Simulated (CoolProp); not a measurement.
The fluid at 298.15 K and 0.083 MPa is throttled through a valve to 0.0197 MPa with no heat exchange. The same conditions are run with several fluids, on thermodynamics alone (safety and materials aside).

The numbers come from the reference Helmholtz-energy equation of state of each fluid (R114: Platzer 1990; R1132(E): Akasaka 2024; ammonia: Gao 2020; R1336mzz(E): Akasaka 2023; R115: Lemmon 2016) in CoolProp. The equations of Platzer and Polt are older, rougher fits.

Question: Rank R114, R1132(E), ammonia, R1336mzz(E), R115 by temperature change (K), highest first.

Answer: R115 (-0.8), R1132(E) (-1.0), R114 (-1.2), R1336mzz(E) (-1.6), ammonia (-1.8)

| fluid | final density (kg/m³) |
|---|---|
| R114 | 1.37 |
| R1132(E) | 0.512 |
| ammonia | 0.136 |
| R1336mzz(E) | 1.32 |
| R115 | 1.24 |
